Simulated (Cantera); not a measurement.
Source: NASA polynomial tables (part measured, part estimated), evaluated in Cantera. Values are per mole of reaction as written; species without (g) are pure solids or liquids, kept so even where they would boil at 1 bar.

Question: Between 300 and 2698 K, where is each reaction favourable under standard conditions?
- 0.8 Ta + O₂(g) → 0.4 Ta₂O₅
- 0.6667 Cr + O₂(g) → 0.6667 CrO₃(g)
- Zr + O₂(g) → ZrO₂

Answer: 
- 0.8 Ta + O₂(g) → 0.4 Ta₂O₅: ΔG° is -764 kJ at 300 K and -390 kJ at 2698 K; it stays negative (K > 1). ΔH° is -724 kJ and ΔS° -124 J/K at 2698 K.
- 0.6667 Cr + O₂(g) → 0.6667 CrO₃(g): ΔG° is -182 kJ at 300 K and -56 kJ at 2698 K; it stays negative (K > 1). ΔH° is -229 kJ and ΔS° -64 J/K at 2698 K.
- Zr + O₂(g) → ZrO₂: ΔG° is -1039 kJ at 300 K and -600 kJ at 2698 K; it stays negative (K > 1). ΔH° is -1104 kJ and ΔS° -187 J/K at 2698 K.
